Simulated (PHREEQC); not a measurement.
**Acid rinse or clean (model solution)**

A solution holds 0.23 mol H2SO4, 0.01 mol AlCl3 and 4e-05 mol MgCl2 per kg of water, at 25 °C. Closed to the air; pH follows from the charge balance.

All values are PHREEQC results (ion-association model, phreeqc.dat), not measurements.

Each row changes one thing in this solution. This is a speciation only: nothing precipitates in the calculation.

```json
[
 {"case": "as made", "pH": "0.68", "ionic strength (mol/kgw)": "0.314", "HSO4- (mol/kgw)": "0.192", "SO4-2 (mol/kgw)": "0.0282"},
 {"case": "0.12 mol/kgw HCl added", "pH": "0.53", "ionic strength (mol/kgw)": "0.428", "HSO4- (mol/kgw)": "0.198", "SO4-2 (mol/kgw)": "?"},
 {"case": "diluted 10-fold with water", "pH": "1.55", "ionic strength (mol/kgw)": "0.0429", "HSO4- (mol/kgw)": "0.0135", "SO4-2 (mol/kgw)": "0.00857"},
 {"case": "AlCl3 left out", "pH": "0.69", "ionic strength (mol/kgw)": "0.289", "HSO4- (mol/kgw)": "0.201", "SO4-2 (mol/kgw)": "0.0293"},
 {"case": "AlCl3 from 0.01 to 0.015 mol/kgw", "pH": "0.68", "ionic strength (mol/kgw)": "0.328", "HSO4- (mol/kgw)": "0.188", "SO4-2 (mol/kgw)": "0.0276"},
 {"case": "diluted 5-fold with water", "pH": "1.30", "ionic strength (mol/kgw)": "0.0766", "HSO4- (mol/kgw)": "?", "SO4-2 (mol/kgw)": "0.0126"},
 {"case": "MgCl2 replaced by ZnCl2 at the same molality", "pH": "0.68", "ionic strength (mol/kgw)": "0.314", "HSO4- (mol/kgw)": "0.192", "SO4-2 (mol/kgw)": "0.0282"}
]
```

Problem. Complete the blanks.

Solution. 
- 0.12 mol/kgw HCl added, SO4-2 (mol/kgw): 0.0232
- diluted 5-fold with water, HSO4- (mol/kgw): 0.0315

Species that the database lacks are ignored.
